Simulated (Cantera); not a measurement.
**Diamond growth**

A diamond (100) surface in a fixed gas of H2 with x(CH4) = 0.0022, x(CH3) = 0.00067, at 975 K, 0.0260 bar; coverages are run to steady state.

Computed with Cantera and the Harris–Goodwin 1993 mechanism for the reconstructed diamond (100) surface.

```
x(H)     growth (µm/h)  θ c6HH   θ c6H*  θ c6*H    θ c6**  θ c6HM
-------  -------------  ------  -------  ------  --------  ------
0.0001           0.860   0.284  0.00639   0.141  0.000982   0.424
0.0002            1.58   0.309  0.00736   0.162   0.00173   0.389
0.00038           2.57   0.351  0.00867   0.191   0.00273   0.334
0.00074           3.87   0.411   0.0104   0.229   0.00401   0.259
0.0015            5.30   0.479   0.0123   0.270   0.00539   0.175
0.0028            6.36   0.529   0.0137   0.301   0.00640   0.112
0.0055            7.17   0.568   0.0148   0.324   0.00717  0.0644
0.011             7.67   0.592   0.0155   0.339   0.00765  0.0345
0.021             7.94   0.604   0.0159   0.347   0.00791  0.0187
```
θ: site fractions in the mechanism's names (c6HH fully hydrogenated, c6H* and c6*H radical sites, c6** diradical, c6HM methylated).
